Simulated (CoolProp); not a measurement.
Values from CoolProp's reference Helmholtz-energy equation of state, Gao 2022.

Task: For n-perfluorobutane, give the phase and the Joule-Thomson coefficient (K/MPa) at 419.8 K and 272 kPa; 434.9 K and 272 kPa.

Result: 
- 419.8 K and 272 kPa: gas; Joule-Thomson coefficient 6.00
- 434.9 K and 272 kPa: gas; Joule-Thomson coefficient 5.51
